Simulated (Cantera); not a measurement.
Input (Python, Cantera):

```python
import numpy as np
import cantera as ct

gas = ct.Solution("gri30.yaml")


def delay(T, t_max=10):
    gas.TPX = T, 670000, {'CO': 1, 'H2': 0.34, 'CH4': 0.091, 'O2': 1.23, 'N2': 4.64}
    reactor = ct.IdealGasReactor(gas, clone=False)
    net = ct.ReactorNet([reactor])
    net.rtol, net.atol = 1e-8, 1e-16
    while net.time < t_max:
        t_old, T_old = net.time, reactor.T
        net.step()
        if reactor.T > T + 400:  # ignition: a rise of 400 K
            return t_old + (T + 400 - T_old) / (reactor.T - T_old) * (net.time - t_old)
    return np.nan


taus = []
for T in [1375, 1450, 1525, 1600, 1675]:
    taus.append(delay(T))
    print(f"T0 = {T:6g} K   tau = {taus[-1]:.4e} s")

# d ln(tau) / d ln(k), from doubling and halving each rate constant
T, sens = 1600, []
for i in range(gas.n_reactions):
    gas.set_multiplier(2.0, i)
    up = delay(T)
    gas.set_multiplier(0.5, i)
    down = delay(T)
    gas.set_multiplier(1.0, i)
    sens.append((np.log(up / down) / np.log(4.0), gas.reaction(i).equation))
sens.sort(key=lambda x: -abs(x[0]))
print(f"sensitivities at {T} K")
for s, eq in sens[:10]:
    print(f"{s:8.3f}  {eq}")
```

It prints:

```
T0 =   1375 K   tau = 1.0233e-05 s
T0 =   1450 K   tau = 6.8501e-06 s
T0 =   1525 K   tau = 5.0273e-06 s
T0 =   1600 K   tau = 3.9316e-06 s
T0 =   1675 K   tau = 3.2317e-06 s
sensitivities at 1600 K
  -0.672  H + O2 <=> O + OH
  -0.272  H2 + O <=> H + OH
  -0.229  H2 + OH <=> H + H2O
   0.146  CH4 + H <=> CH3 + H2
   0.125  CH4 + OH <=> CH3 + H2O
  -0.091  CO + OH <=> CO2 + H
   0.047  H + O2 + N2 <=> HO2 + N2
  -0.035  CO + O2 <=> CO2 + O
  -0.029  H + HO2 <=> H2 + O2
   0.026  CH4 + O <=> CH3 + OH
```

Cantera simulation using GRI-Mech 3.0 (53 species, 325 reactions); the numbers are that mechanism's predictions, not measurements. Where the delays flatten at high temperature, the 400 K rule measures the pace of heat release, not the induction time.
